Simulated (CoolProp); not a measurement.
Sulfur dioxide along the isotherm 454.6 K: fugacity coefficient from the reference equation and from simpler models built on Tc = 430.6 K, pc = 7.887 MPa, ω = 0.256; each cubic takes its own stable root.

The numbers come from the reference Helmholtz-energy equation of state, Gao 2016 in CoolProp.

```csv
p (MPa),phase,reference
2.19,gas,0.9215
4.38,gas,0.8450
6.57,gas,0.7698
8.76,supercritical,0.6948
11,supercritical,0.6159
13.1,supercritical,0.5478
15.3,supercritical,0.4929
17.5,supercritical,0.4510
19.7,supercritical,0.4184
```

Problem. How far does each simpler model (Redlich-Kwong, Soave-Redlich-Kwong, Peng-Robinson) lie from the reference over these 9 states: mean and median of the absolute difference, and the worst?

Solution. 
- Redlich-Kwong: mean 0.6 %, median 0.4 %, worst +2.0 % at 454.6 K and 19.7 MPa
- Soave-Redlich-Kwong: mean 2.4 %, median 1.7 %, worst +5.8 % at 454.6 K and 19.7 MPa
- Peng-Robinson: mean 1.6 %, median 1.6 %, worst -2.6 % at 454.6 K and 8.76 MPa
